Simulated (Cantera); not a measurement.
An adiabatic, constant-volume homogeneous reactor starts with CO : H2 : O2 : N2 = 1 : 0.63 : 0.543 : 2.04 (molar parts), equivalence ratio 1.5, at 1548 K and 2850 Torr.

Model: GRI-Mech 3.0 (53 species, 325 reactions), integrated in Cantera. The hydrogen kinetics of GRI-Mech 3.0 are dated; newer H2 mechanisms differ, most at raised pressure. Above 3000 K some thermodynamic fits are extrapolated.

Q: Predict: time of steepest temperature rise; temperature at 0.600 s; equilibrium temperature; x(CO) at 0.600 s; x(H2) at 0.600 s; x(O2) at 0.600 s; x(H2O) at 0.600 s; x(H2O2) at 0.600 s.

A: 
* **time of steepest temperature rise**: 3.99 µs
* **temperature at 0.600 s**: 3103 K
* **equilibrium temperature**: 3103 K
* **x(CO) at 0.600 s**: 0.162 (gas-phase equilibrium 0.162)
* **x(H2) at 0.600 s**: 0.0261 (gas-phase equilibrium 0.0261)
* **x(O2) at 0.600 s**: 0.0123 (gas-phase equilibrium 0.0123)
* **x(H2O) at 0.600 s**: 0.121 (gas-phase equilibrium 0.121)
* **x(H2O2) at 0.600 s**: 7.09e-7 (gas-phase equilibrium 7.09e-7)
